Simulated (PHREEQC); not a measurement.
Solution (25 °C): 0.003 mol HF, 0.00028 mol NaF and 0.0054 mol HCl per kg of water. Closed to the air; pH follows from the charge balance.

Model: ion-association model, phreeqc.dat, run in PHREEQC.

No solid was allowed to form.

Problem. Predict the pH.

Solution. pH 2.29.

Problem. In which forms is F present?

Solution. HF 87 %, F- 12 % of the F.

Complexes and solids missing from the database can't appear.
